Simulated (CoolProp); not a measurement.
Vapour pressure (MPa) of R11: the reference equation beside estimates from Tc = 471.1 K, pc = 4.408 MPa, ω = 0.189.

Computed with CoolProp (reference Helmholtz-energy equation of state, Jacobsen 1992).

```csv
T (K),reference,Soave-Redlich-Kwong,Peng-Robinson
341.3,0.3892,0.3900,0.3876
349.5,0.4787,___,0.4766
357.7,0.5829,0.5859,0.5804
366,0.7047,0.7093,0.7018
374.2,0.8426,0.8492,___
382.4,0.9994,___,0.9965
390.6,1.177,1.189,1.174
398.9,1.379,1.394,1.377
407.1,1.602,1.621,1.602
415.3,1.851,___,1.853
423.5,2.127,2.154,2.132
431.8,2.437,___,2.445
440,___,2.808,2.786
```

Q: Fill in the missing entries.

A: 
- 349.5, Soave-Redlich-Kwong: 0.4805
- 374.2, Peng-Robinson: 0.8395
- 382.4, Soave-Redlich-Kwong: 1.009
- 415.3, Soave-Redlich-Kwong: 1.874
- 431.8, Soave-Redlich-Kwong: 2.467
- 440, reference: 2.774

Absolute difference from the reference over all 13 rows, mean and median: Soave-Redlich-Kwong 0.9 and 1.0 %, Peng-Robinson 0.3 and 0.3 %.
